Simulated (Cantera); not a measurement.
A closed system holds: 1 mol (CH3)2SiCl2, 1.2 mol C2H2, 2.7 mol H2, at 1330 Pa.

Equilibrium computed with Cantera from the NASA thermochemical tables; the gas is ideal and each condensed phase is pure. Candidate condensed phases: C, C6H6, C7H8, C8H18, Si, SiC; 109 gas species. The feed counts by its element totals alone. The tables' values for SiCl, SiCl3 are old estimates; treat these amounts as uncertain. Gases not in the tables: Si2H6 and higher silanes. Rates play no part.

x: gas mole fraction; n: condensed amount in mol.

```
T (°C)   x H2  x HCl      x H      x Si      x Cl  x SiCl2    x SiC2  n C(graphite)  n SiC(s)
------  -----  -----  -------  --------  --------  -------  --------  -------------  --------
1552    0.750  0.239  0.00330   9.20e-6  0.000804  0.00615   1.55e-7           3.45     0.950
1602    0.750  0.237  0.00492   2.27e-5   0.00118  0.00701   5.04e-7           3.45     0.943
1652    0.748  0.234      [?]       [?]       [?]      [?]       [?]           3.46     0.936
1702    0.747  0.231   0.0102  0.000121   0.00237  0.00882   4.45e-6           3.46     0.927
1752    0.744  0.228   0.0144  0.000262   0.00327  0.00974   1.22e-5           3.47     0.918
1802    0.739  0.224      [?]       [?]       [?]   0.0107       [?]           3.48     0.906
1852    0.734  0.219   0.0269   0.00110   0.00590   0.0115   7.88e-5           3.49     0.892
1902    0.725  0.213   0.0360   0.00215   0.00773   0.0123  0.000188           3.50     0.871
1952    0.714  0.207   0.0474   0.00407   0.00997   0.0131  0.000429           3.52     0.839
2002    0.699  0.199   0.0615   0.00748    0.0127   0.0136  0.000946           3.55     0.789
2052    0.679  0.190   0.0785    0.0134    0.0158   0.0140   0.00201           3.60     0.703
2102    0.651  0.179   0.0985    0.0234    0.0193   0.0141   0.00414           3.68     0.555
2152    0.613  0.164    0.121    0.0399    0.0232   0.0138   0.00827           3.83     0.291
```

Problem. Some entries are withheld; supply them.

Solution. 
- 1652, x H: 0.00716
- 1652, x Si: 5.36e-5
- 1652, x Cl: 0.00169
- 1652, x SiCl2: 0.00790
- 1652, x SiC2: 1.54e-6
- 1802, x H: 0.0198
- 1802, x Si: 0.000547
- 1802, x Cl: 0.00443
- 1802, x SiC2: 3.17e-5
